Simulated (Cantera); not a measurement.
Cantera with NASA thermochemical tables; ideal gases at 1 bar, condensed phases pure. Values are per mole of reaction as written; species without (g) are pure solids or liquids, kept so even where they would boil at 1 bar.

Problem. Between 2273 and 2723 K, where is each reaction favourable under standard conditions?
- 3 Si(g) + O3(g) → 3 SiO(g)
- 3 SiO(g) → O3(g) + 3 Si

Solution. 
- 3 Si(g) + O3(g) → 3 SiO(g): ΔG° is -1511 kJ at 2273 K and -1447 kJ at 2723 K; it stays negative (K > 1). ΔH° is -1839 kJ and ΔS° -144 J/K at 2723 K.
- 3 SiO(g) → O3(g) + 3 Si: ΔG° is 1101 kJ at 2273 K and 1188 kJ at 2723 K; it stays positive (K < 1). ΔH° is 676 kJ and ΔS° -188 J/K at 2723 K.
